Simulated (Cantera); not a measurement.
A freely propagating, adiabatic, planar premixed flame of H2 : O2 : N2 = 1 : 0.617 : 2.32 (molar parts), equivalence ratio 0.81, unburnt at 425 K and 3750 Torr; mixture-averaged transport, grid criteria slope 0.08 and curve 0.16, no radiation.

Detailed kinetics in Cantera: the H2/O2 subset of GRI-Mech 3.0, which has no nitrogen chemistry. The hydrogen kinetics of GRI-Mech 3.0 are dated; newer H2 mechanisms differ, most at raised pressure. Burning velocities carry a grid error of a few per cent, more on coarse grids.

x: mole fraction of selected species; z is measured from the peak of heat release.

```
z (mm)   T (K)  u (m/s)     x H2    x O2      x OH  x H2O2     x HO2       x O
-------  -----  -------  -------  ------  --------  ------  --------  --------
-0.165     425     2.28    0.254   0.157     <1e-8   <1e-8     <1e-8     <1e-8
-0.110     425     2.28    0.253   0.157     <1e-8       ?   6.20e-8     <1e-8
-0.0825    426     2.28    0.251   0.157     <1e-8       ?   6.18e-7   1.24e-8
-0.0550    432     2.29    0.242   0.159     <1e-8       ?   8.26e-6   1.11e-7
-0.0275    551     2.79    0.199   0.163   2.80e-5       ?  0.000502   8.18e-6
-0.0138    899     4.40    0.148   0.150  0.000792       ?  0.000872  0.000270
0         1333     6.41   0.0891   0.114   0.00273       ?  0.000426   0.00219
0.0138    1632     7.80   0.0459  0.0773   0.00676       ?  0.000218   0.00487
0.0275    1804     8.60   0.0259  0.0571    0.0103       ?  0.000126   0.00594
0.0550    1976     9.38   0.0147  0.0453    0.0126       ?   6.39e-5   0.00512
0.110     2112     9.96  0.00891  0.0410    0.0114       ?   3.07e-5   0.00297
0.220     2197     10.3  0.00450  0.0391   0.00860       ?   1.39e-5   0.00140
0.440     2239     10.5  0.00203  0.0386   0.00607       ?   7.18e-6  0.000631
```

What belongs in the gaps?


- -0.110, x H2O2: 1.28e-8
- -0.0825, x H2O2: 1.30e-7
- -0.0550, x H2O2: 1.74e-6
- -0.0275, x H2O2: 7.40e-5
- -0.0138, x H2O2: 0.000141
- 0, x H2O2: 3.91e-5
- 0.0138, x H2O2: 6.11e-6
- 0.0275, x H2O2: 3.59e-6
- 0.0550, x H2O2: 2.13e-6
- 0.110, x H2O2: 1.32e-6
- 0.220, x H2O2: 8.52e-7
- 0.440, x H2O2: 5.90e-7
